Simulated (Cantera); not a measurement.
An isothermal, constant-pressure homogeneous reactor starts with 2.29 % CO, 0.440 % O2, 5.51 % H2O, 91.8 % N2, at 1475 K and 0.632 atm.

Cantera simulation using GRI-Mech 3.0 (53 species, 325 reactions); the numbers are that mechanism's predictions, not measurements.

x: mole fraction; the columns are a selection and need not sum to one.

| t (s) | x CO | x O2 | x H2O | x H | x NO | x O |
|---|---|---|---|---|---|---|
| 1.00e-5 | 0.0229 | 0.00440 | 0.0551 | 6.52e-11 | <1e-12 | 9.65e-10 |
| 4.46e-5 | 0.0229 | 0.00440 | 0.0551 | 1.65e-9 | <1e-12 | 3.16e-9 |
| 0.000199 | 0.0229 | 0.00440 | 0.0551 | 3.18e-8 | <1e-12 | 1.56e-8 |
| 0.000888 | 0.0228 | 0.00438 | 0.0550 | 1.80e-5 | 8.44e-12 | 7.07e-6 |
| 0.00396 | 0.00668 | 0.000315 | 0.0466 | 0.00222 | 9.74e-7 | 0.000100 |
| 0.0177 | 0.00649 | 1.31e-5 | 0.0475 | 0.000465 | 1.26e-6 | 4.18e-6 |
| 0.0788 | 0.00654 | 5.37e-7 | 0.0476 | 9.52e-5 | 1.27e-6 | 1.71e-7 |
| 0.352 | 0.00655 | [?] | 0.0477 | [?] | 1.25e-6 | [?] |
| 1.57 | 0.00656 | 1.23e-9 | 0.0477 | 4.56e-6 | 1.17e-6 | 3.90e-10 |
| 7.00 | 0.00656 | 1.48e-10 | 0.0477 | [?] | [?] | 4.98e-11 |

Question: What belongs in the gaps?

Answer: 
- 0.352, x O2: 2.45e-8
- 0.352, x H: 2.03e-5
- 0.352, x O: 7.78e-9
- 7.00, x H: 1.63e-6
- 7.00, x NO: 9.95e-7
